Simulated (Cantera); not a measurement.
A perfectly stirred reactor is fed with 8.53 % CH₄, 0.341 % CO, 19.1 % O₂, 72.0 % N₂, equivalence ratio 0.90, at 1280 Torr; it is adiabatic with a 625 K inlet, and is followed from long to short residence time, starting on the burning branch (τ in s: 0.41, 0.14, 0.045, 0.015, 0.0049, 0.0016, 0.00053, 0.00017, 5.8e-05).

Cantera simulation using GRI-Mech 3.0 (53 species, 325 reactions); the numbers are that mechanism's predictions, not measurements.

Task: Predict: blow-out, bracketed by the residence times tried; x(CH₄) at τ = 0.410 s; x(CO) at τ = 0.410 s; x(O₂) at τ = 0.410 s; x(NO) at τ = 0.410 s; x(H₂) at τ = 0.410 s; x(CH₄) at τ = 4.90 ms; x(CO) at τ = 4.90 ms; x(O₂) at τ = 4.90 ms; x(NO) at τ = 4.90 ms; x(H₂) at τ = 4.90 ms.

Result: 
```
Quantity                                                                          Result
------------------------------------------------  --------------------------------------
blow-out, bracketed by the residence times tried  burning at 58.0 µs, the shortest tried
x(CH₄) at τ = 0.410 s                                                            3.27e-7
x(CO) at τ = 0.410 s                                                             0.00643
x(O₂) at τ = 0.410 s                                                              0.0194
x(NO) at τ = 0.410 s                                                             0.00428
x(H₂) at τ = 0.410 s                                                             0.00227
x(CH₄) at τ = 4.90 ms                                                            1.87e-5
x(CO) at τ = 4.90 ms                                                              0.0101
x(O₂) at τ = 4.90 ms                                                              0.0232
x(NO) at τ = 4.90 ms                                                            0.000668
x(H₂) at τ = 4.90 ms                                                             0.00361
```
